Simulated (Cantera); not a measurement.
Standard-state values (1 bar) from the NASA 1993 polynomials, evaluated with Cantera. Values are per mole of reaction as written; species without (g) are pure solids or liquids, kept so even where they would boil at 1 bar.

0.6667 Cr + O₂(g) → 0.6667 CrO₃(g), with ΔH° = -195.3 kJ and ΔS° = -43.5 J/K at 300 K.

How far is the shortcut ΔG° ≈ ΔH°(300 K) − T·ΔS°(300 K) from the full temperature-dependent value at 1150, 1175, 1200, 1225, 1250, 1275, 1300, 1325, 1350 K?


| T (K) | shortcut (kJ) | full (kJ) | difference (kJ) | difference in log10 K |
|---|---|---|---|---|
| 1150 | -145.3 | -142.6 | -2.7 | 0.12 |
| 1175 | -144.2 | -141.4 | -2.8 | 0.12 |
| 1200 | -143.1 | -140.2 | -2.9 | 0.13 |
| 1225 | -142.0 | -139.0 | -3.0 | 0.13 |
| 1250 | -140.9 | -137.7 | -3.2 | 0.13 |
| 1275 | -139.8 | -136.5 | -3.3 | 0.14 |
| 1300 | -138.7 | -135.3 | -3.4 | 0.14 |
| 1325 | -137.7 | -134.1 | -3.6 | 0.14 |
| 1350 | -136.6 | -132.8 | -3.7 | 0.14 |
The shortcut ignores the heat-capacity change of the reaction.
